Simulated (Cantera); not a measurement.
Charge: 1 mol SiH₄, 0.25 mol C₂H₂, 170 mol H₂, held at 2500 K and 518 Torr.

Cantera equilibrium calculation (NASA polynomials, part measured and part estimated; ideal gas, pure solids and liquids). Candidate condensed phases: C, C₆H₆, C₇H₈, C₈H₁₈, Si, SiC; 87 gas species. Gases not in the tables: Si₂H₆ and higher silanes. Equilibrium is a limit: real reactors are often held back by kinetics, nucleation or transport.

Base state: H₂ 0.964, H 0.0297, Si 0.00352, C₂H₂ (acetylene) 0.00112, SiH 0.000758, SiH₂ 0.000504, Si₂C 0.000352, SiC₂ 9.79e-5 (mole fractions); condensed: gas only.

Q: What changes in the equilibrium state with this change: temperature from 2500 K to 2248.15 K?

A: 
```
species            before     after
----------------  -------  --------
H₂                  0.964     0.990
H                  0.0297   0.00881
Si                0.00352  0.000844
SiC₂              9.79e-5   1.49e-6
C₂H₂ (acetylene)  0.00112   5.03e-5
Si(l), mol              0     0.246
SiC(s), mol             0     0.468
```
Mutual solubility and eutectic melting of coexisting phases are not modelled.
